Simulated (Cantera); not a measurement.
**Equilibrium for aluminium nitride and oxide growth: Al + O₂ + H₂**

Input: 1 mol Al, 0.52 mol O₂, a varied amount of H₂, held at 1400 °C and 40.0 mbar.

Equilibrium computed with Cantera from the NASA thermochemical tables; the gas is ideal and each condensed phase is pure. Candidate condensed phases: Al, Al₂O₃, H₂O; 19 gas species. Mutual solubility and eutectic melting of coexisting phases are not modelled. Rates play no part.

| n(H₂) (mol) | x H₂ | x Al₂O | x Al | x H | x AlH | n Al(l) | n Al₂O₃(s) |
|---|---|---|---|---|---|---|---|
| 25 | 0.990 | 0.00514 | 0.00422 | 0.000567 | 0.000553 | 0.0130 | 0.303 |
| 36 | 0.992 | 0.00360 | 0.00323 | 0.000568 | 0.000424 | 0 | 0.303 |
| 51 | 0.994 | 0.00244 | 0.00241 | 0.000569 | 0.000317 | 0 | 0.305 |
| 73 | 0.996 | 0.00163 | 0.00178 | 0.000569 | 0.000234 | 0 | 0.307 |
| 110 | 0.997 | 0.00102 | 0.00126 | 0.000569 | 0.000165 | 0 | 0.309 |
| 150 | 0.998 | 0.000714 | 0.000961 | 0.000570 | 0.000126 | 0 | 0.311 |
| 220 | 0.998 | 0.000459 | 0.000689 | 0.000570 | 9.07e-5 | 0 | 0.313 |
| 310 | 0.999 | 0.000307 | 0.000511 | 0.000570 | 6.72e-5 | 0 | 0.315 |
| 440 | 0.999 | 0.000204 | 0.000375 | 0.000570 | 4.94e-5 | 0 | 0.317 |
| 630 | 0.999 | 0.000133 | 0.000273 | 0.000570 | 3.59e-5 | 0 | 0.318 |
| 900 | 0.999 | 8.71e-5 | 0.000198 | 0.000570 | 2.61e-5 | 0 | 0.320 |
x: gas mole fraction; n: condensed amount in mol.

At 25 mol H₂ the condensed part is Al(l) + Al₂O₃(s). From 36 mol H₂ to 900 mol H₂ the condensed part is Al₂O₃(s). The main Al-bearing gas is Al₂O at 25 mol H₂ and Al at 900 mol H₂. The share of Al in condensed phases is highest at 900 mol H₂ (64.0 %) and lowest at 36 mol H₂ (60.6 %).
